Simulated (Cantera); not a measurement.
What does this Cantera script print?

```python
import numpy as np
import cantera as ct

gas_names = [...]  # 91 gases of nasa_gas.yaml made of C, Cl, H
cond_names = """
    C(gr) C6H6(L) C7H8(L) C8H18(L),n-octa
""".split()


# ... load() reads the species with a 1 bar reference pressure and builds the phases ...
atoms = {
    'CH3Cl': {'C': 1, 'H': 3, 'CL': 1},
    'HCl': {'H': 1, 'CL': 1},
    'H2': {'H': 2},
}
top_T = {'C(gr)': 4500}  # K; cautious upper limits of use, not melting points


# ... equilibrate(T, P, feed) seeds the gas with the atoms and calls Mixture.equilibrate('TP', solver="vcs", rtol=1e-11, max_steps=5000) ...
results = []
feed = {'CH3Cl': 1, 'HCl': 1.4, 'H2': 9.3}  # mol
P = 13332.2  # Pa
for T in [1323, 1473, 1623, 1773, 1923, 2073, 2223, 2373, 2523, 2673, 2823, 2973, 3123, 3273]:
    mix = equilibrate(T, P, feed)
    results.append((T, P, feed, dict(zip(mix.species_names, mix.species_moles))))

top = {s: max(r[3][s] / sum(r[3][g] for g in gas_names) for r in results) for s in gas_names}
cols = sorted((s for s in top if top[s] > 1e-05), key=lambda s: -top[s])[:7]
seen = [c for c in cond_names if any(r[3].get(c, 0) > 1e-12 for r in results)]
print("log10 of partial pressures in bar; condensed amounts in mol")
print(f"{'T/K':>10s}" + "".join(f"{s[:9]:>10s}" for s in cols + seen))
for T, P, feed, n in results:
    ng = sum(n[g] for g in gas_names)
    print(f"{T:10.4g}" + "".join(f"{np.log10(max(n[s] / ng * P / 1e5, 1e-99)):10.3f}" for s in cols)
          + "".join(f"{n.get(c, 0):10.4g}" for c in seen))
```

Output:

```
log10 of partial pressures in bar; condensed amounts in mol
       T/K        H2         H       HCL        CL C2H2,acet        C3       C2H     C(gr)
      1323    -0.966    -6.283    -1.598    -6.991    -7.050   -21.609   -15.633    0.9924
      1473    -0.966    -5.381    -1.599    -6.105    -6.153   -18.267   -13.367    0.9966
      1623    -0.966    -4.644    -1.599    -5.380    -5.424   -15.553   -11.522    0.9976
      1773    -0.967    -4.029    -1.599    -4.776    -4.820   -13.305    -9.991    0.9962
      1923    -0.967    -3.510    -1.600    -4.266    -4.313   -11.415    -8.701    0.9901
      2073    -0.970    -3.065    -1.603    -3.830    -3.881    -9.804    -7.600    0.9743
      2223    -0.975    -2.681    -1.609    -3.454    -3.512    -8.417    -6.651    0.9402
      2373    -0.985    -2.347    -1.621    -3.129    -3.196    -7.209    -5.826    0.8746
      2523    -1.004    -2.058    -1.642    -2.848    -2.928    -6.150    -5.105    0.7607
      2673    -1.035    -1.808    -1.678    -2.607    -2.705    -5.213    -4.473    0.5783
      2823    -1.085    -1.595    -1.734    -2.406    -2.528    -4.379    -3.921    0.2994
      2973    -1.156    -1.416    -1.817    -2.243    -2.453    -3.717    -3.495         0
      3123    -1.249    -1.268    -1.933    -2.123    -2.585    -3.378    -3.296         0
      3273    -1.373    -1.154    -2.084    -2.038    -2.805    -3.161    -3.196         0
```

Equilibrium computed with Cantera from the NASA thermochemical tables; the gas is ideal and each condensed phase is pure.
